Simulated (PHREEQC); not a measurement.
Consider water at 25 °C with 0.77 mol H2SO4, 0.00061 mol LiCl and 0.000225 mol MnSO4 per kg of water. Closed to the air; pH follows from the charge balance.

Equilibrium calculation in PHREEQC: ion-association model, wateq4f.dat.

```yaml
pH: 0.21
ionic_strength: 0.865 mol/kgw
activity_of_water: 0.973
total_alkalinity: -1540 meq/kg
```

```
species  molality  activity   log γ
-------  --------  --------  ------
H+          0.817     0.610  -0.127
HSO4-       0.723     0.457  -0.200
SO4-2      0.0469   0.00769  -0.785
Cl-      0.000610  0.000371  -0.216
Li+      0.000589  0.000401  -0.167
Mn+2     0.000181   3.88e-5  -0.670
MnSO4     4.35e-5   5.31e-5   0.086
LiSO4-    2.07e-5   1.35e-5  -0.188
MnCl+     9.03e-8   5.86e-8  -0.188
```

Precipitation was switched off in this run. The ionic strength is past about 0.7 mol/kgw, beyond the range of this activity model, so the values are rough. Complexes and solids missing from the database can't appear.
